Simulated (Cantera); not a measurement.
A freely propagating, adiabatic, planar premixed flame of 5.43 % C2H4, 18.1 % O2, 67.8 % N2, 8.68 % H2O, equivalence ratio 0.90, unburnt at 675 K and 0.987 atm; multicomponent transport, grid criteria slope 0.08 and curve 0.16, no radiation.

Cantera simulation using GRI-Mech 3.0 (53 species, 325 reactions); the numbers are that mechanism's predictions, not measurements. GRI-Mech 3.0 was tuned for natural gas; its chemistry of ethylene as a main component is partial and can be far from experiment. Burning velocities carry a grid error of a few per cent, more on coarse grids.

Q: Predict: laminar burning velocity; thermal thickness; peak x(C2H2); peak x(H2).

A: 
```json
{
 "laminar_burning_velocity": "261 cm/s",
 "thermal_thickness": "0.281 mm",
 "peak x(C2H2)": "0.00182",
 "peak x(H2)": "0.0173"
}
```
